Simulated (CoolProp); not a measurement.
Vapour-liquid equilibrium of R125 (1) + R1234yf (2) at -79.45 °C; x and y are mole fractions of (1).

The numbers come from the multi-fluid Helmholtz-energy mixture model, Lemmon 2005 and Lemmon 2022; pair parameters Bell 2023 in CoolProp.

```tsv
x	bubble pressure (bar)	y at the bubble point	dew pressure at overall composition x (bar)	liquid density (mol/L)
0.05	0.06208	0.132	0.05859	12.28
0.125	0.07012	0.292	0.06174	12.36
0.2	0.07808	0.417	0.06526	12.45
0.275	0.08596	0.519	0.06919	12.53
0.35	0.09379	0.604	0.07361	12.62
0.425	0.1016	0.676	0.07862	12.71
0.5	0.1093	0.737	0.08435	12.80
0.575	0.1170	0.791	0.09095	12.89
0.65	0.1247	0.838	0.09863	12.99
0.725	0.1325	0.880	0.1077	13.09
0.8	0.1402	0.917	0.1185	13.20
0.875	0.1479	0.951	0.1316	13.31
0.95	0.1556	0.981	0.1477	13.43
```

No azeotrope shows between x = 0.05 and 0.95.

Pair parameters are fitted to limited data, so mixtures are less certain than the pure fluids.
